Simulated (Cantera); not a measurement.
# Hydrocarbon pyrolysis for carbon deposition

A perfectly stirred reactor is fed with C3H8 : H2 = 1 : 33 (molar parts), at 93.0 Pa; it is held at 1225 K, and followed from long to short residence time.

Computed with Cantera and GRI-Mech 3.0 (53 species, 325 reactions). GRI-Mech 3.0 was tuned for natural gas; its chemistry of propane as a main component is partial and can be far from experiment. GRI-Mech 3.0 stops at C3 and has no aromatics, soot or wall deposition, so with more carbon than oxygen in the feed, carbon stays in small species such as C2H2 where larger ones or solid carbon would form. Radical loss at walls, strong at low pressure, is not modelled.

```
τ (s)      x C3H8   x H2     x CH4   x C2H6    x C2H4     x C2H
-------  --------  -----  --------  -------  --------  --------
6.2      0.000511  0.943    0.0290  1.08e-5    0.0132  5.33e-10
1.9       0.00128  0.944    0.0282  1.73e-5    0.0186  3.93e-10
0.61      0.00297  0.945    0.0264  2.71e-5    0.0212  2.43e-10
0.19      0.00706  0.949    0.0220  4.59e-5    0.0199  9.53e-11
0.060      0.0166  0.958    0.0122  6.48e-5    0.0120  1.02e-11
0.019      0.0265  0.968   0.00256  3.91e-5   0.00269    <1e-12
0.0058     0.0290  0.970  0.000248  1.28e-5  0.000312    <1e-12
0.0018     0.0294  0.971   2.00e-5  2.75e-6   3.29e-5    <1e-12
0.00057    0.0294  0.971   1.72e-6  4.15e-7   3.07e-6    <1e-12
```
x: mole fraction; the columns are a selection and need not sum to one.
